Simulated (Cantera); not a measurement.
A perfectly stirred reactor is fed with 8.25 % CH4, 1.49 % H2, 19.0 % O2, 71.3 % N2, at 1.01 bar; it is adiabatic with a 500 K inlet, and is followed from long to short residence time, starting on the burning branch (τ in s: 0.11, 0.052, 0.026, 0.013, 0.0063, 0.0031, 0.0015, 0.00077, 0.00038, 0.00019, 9.3e-05).

Detailed kinetics in Cantera: GRI-Mech 3.0 (53 species, 325 reactions).

Task: Predict: blow-out, bracketed by the residence times tried; x(CH4) at τ = 0.110 s; x(H2) at τ = 0.110 s; x(O2) at τ = 0.110 s; x(HCN) at τ = 0.110 s; x(CH4) at τ = 3.10 ms; x(H2) at τ = 3.10 ms; x(O2) at τ = 3.10 ms; x(HCN) at τ = 3.10 ms; x(CH2CO) at τ = 3.10 ms.

Result: 
* **blow-out, bracketed by the residence times tried**: burning at 93.0 µs, the shortest tried
* **x(CH4) at τ = 0.110 s**: 2.13e-6
* **x(H2) at τ = 0.110 s**: 0.00244
* **x(O2) at τ = 0.110 s**: 0.0191
* **x(HCN) at τ = 0.110 s**: 1.80e-7
* **x(CH4) at τ = 3.10 ms**: 3.65e-5
* **x(H2) at τ = 3.10 ms**: 0.00613
* **x(O2) at τ = 3.10 ms**: 0.0246
* **x(HCN) at τ = 3.10 ms**: 4.07e-7
* **x(CH2CO) at τ = 3.10 ms**: 1.07e-8
